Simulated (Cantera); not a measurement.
A closed system holds: 1 mol CuO, 0.56 mol C, 0.031 mol CO, 3.8 mol CH4, at 2198 K and 9.75 Torr.

Equilibrium computed with Cantera from the NASA thermochemical tables; the gas is ideal and each condensed phase is pure. Candidate condensed phases: C, C6H6, C7H8, C8H18, Cu, CuO, Cu(OH)2, Cu2O, H2O; 113 gas species. Kinetics and transport are ignored.

**Question.** What is the equilibrium state?

**Answer.** x(H2): 0.749
x(CO): 0.105
x(Cu): 0.102
x(H): 0.0423
x(C2H2 (acetylene)): 0.00190
x(Cu2): 4.44e-5
x(C2H): 3.69e-6
x(CH3): 2.08e-6
x(C4H2): 1.96e-6
n(C(graphite)): 3.32 mol
gas amount: 9.839 mol
log10 activity of Cu(l) (absent): -1.24
